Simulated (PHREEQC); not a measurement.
Solution A (0.008 mol/kgw HF and 0.0031 mol/kgw NiCl2) is mixed with solution B (0.0056 mol/kgw H2SO4, 0.036 mol/kgw Li2SO4 and 0.0022 mol/kgw Fe2(SO4)3) at 25 °C; shares are by mass of water, 1 kg in all. O2 is buffered at 0.21 atm. CO2 from the air is kept out. Only these solids could form: Fe(OH)3(a), Ni(OH)2, Ni4(OH)6SO4, Morenosite.

Equilibrium calculation in PHREEQC: ion-association model, wateq4f.dat.

```json
[
 {"share of solution B": "0", "pH": "2.70", "Ni+2 (mol/kgw)": "0.00299", "FeSO4+ (mol/kgw)": "0", "HF (mol/kgw)": "0.00559", "SO4-2 (mol/kgw)": "0", "FeF2+ (mol/kgw)": "0"},
 {"share of solution B": "0.1", "pH": "(withheld)", "Ni+2 (mol/kgw)": "0.00222", "FeSO4+ (mol/kgw)": "4.72e-8", "HF (mol/kgw)": "0.00455", "SO4-2 (mol/kgw)": "0.00362", "FeF2+ (mol/kgw)": "0.000169"},
 {"share of solution B": "0.15", "pH": "(withheld)", "Ni+2 (mol/kgw)": "0.00198", "FeSO4+ (mol/kgw)": "1.94e-7", "HF (mol/kgw)": "0.00396", "SO4-2 (mol/kgw)": "0.00545", "FeF2+ (mol/kgw)": "0.000293"},
 {"share of solution B": "0.25", "pH": "(withheld)", "Ni+2 (mol/kgw)": "0.00160", "FeSO4+ (mol/kgw)": "1.85e-6", "HF (mol/kgw)": "0.00274", "SO4-2 (mol/kgw)": "0.00910", "FeF2+ (mol/kgw)": "0.000621"},
 {"share of solution B": "0.35", "pH": "(withheld)", "Ni+2 (mol/kgw)": "0.00131", "FeSO4+ (mol/kgw)": "1.41e-5", "HF (mol/kgw)": "0.00161", "SO4-2 (mol/kgw)": "0.0127", "FeF2+ (mol/kgw)": "0.00100"},
 {"share of solution B": "0.4", "pH": "2.38", "Ni+2 (mol/kgw)": "0.00118", "FeSO4+ (mol/kgw)": "3.84e-5", "HF (mol/kgw)": "0.00114", "SO4-2 (mol/kgw)": "0.0145", "FeF2+ (mol/kgw)": "0.00115"},
 {"share of solution B": "0.5", "pH": "2.37", "Ni+2 (mol/kgw)": "0.000948", "FeSO4+ (mol/kgw)": "0.000212", "HF (mol/kgw)": "0.000542", "SO4-2 (mol/kgw)": "0.0180", "FeF2+ (mol/kgw)": "0.00116"},
 {"share of solution B": "0.6", "pH": "2.37", "Ni+2 (mol/kgw)": "0.000736", "FeSO4+ (mol/kgw)": "0.000609", "HF (mol/kgw)": "0.000295", "SO4-2 (mol/kgw)": "0.0214", "FeF2+ (mol/kgw)": "0.000885"},
 {"share of solution B": "0.65", "pH": "2.37", "Ni+2 (mol/kgw)": "0.000636", "FeSO4+ (mol/kgw)": "0.000866", "HF (mol/kgw)": "0.000228", "SO4-2 (mol/kgw)": "0.0230", "FeF2+ (mol/kgw)": "0.000723"},
 {"share of solution B": "0.75", "pH": "2.38", "Ni+2 (mol/kgw)": "0.000444", "FeSO4+ (mol/kgw)": "0.00146", "HF (mol/kgw)": "0.000138", "SO4-2 (mol/kgw)": "0.0261", "FeF2+ (mol/kgw)": "0.000422"},
 {"share of solution B": "0.85", "pH": "2.38", "Ni+2 (mol/kgw)": "0.000261", "FeSO4+ (mol/kgw)": "0.00212", "HF (mol/kgw)": "7.68e-5", "SO4-2 (mol/kgw)": "0.0291", "FeF2+ (mol/kgw)": "0.000180"},
 {"share of solution B": "0.9", "pH": "2.38", "Ni+2 (mol/kgw)": "0.000173", "FeSO4+ (mol/kgw)": "0.00248", "HF (mol/kgw)": "5.06e-5", "SO4-2 (mol/kgw)": "0.0306", "FeF2+ (mol/kgw)": "8.87e-5"},
 {"share of solution B": "1", "pH": "2.39", "Ni+2 (mol/kgw)": "0", "FeSO4+ (mol/kgw)": "0.00326", "HF (mol/kgw)": "0", "SO4-2 (mol/kgw)": "0.0333", "FeF2+ (mol/kgw)": "0"}
]
```

Problem. Some entries are withheld; supply them.

Solution. 
- 0.1, pH: 2.57
- 0.15, pH: 2.52
- 0.25, pH: 2.45
- 0.35, pH: 2.40

Fluoro complexes past AlF4- and FeF3 are missing from the database.
